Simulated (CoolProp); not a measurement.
Values from CoolProp's reference Helmholtz-energy equation of state, Setzmann 1991.

For methane, give the phase and the cp (kJ/(kg K)), speed of sound (m/s), Joule-Thomson coefficient (K/MPa), viscosity (µPa s) at 572.4 K and 986 kPa.


- 572.4 K and 986 kPa: gas; cp 3.18, speed of sound 597, Joule-Thomson coefficient 0.788, viscosity 18.9

Viscosity comes from a separate model (Quiñones-Cisneros 2006).
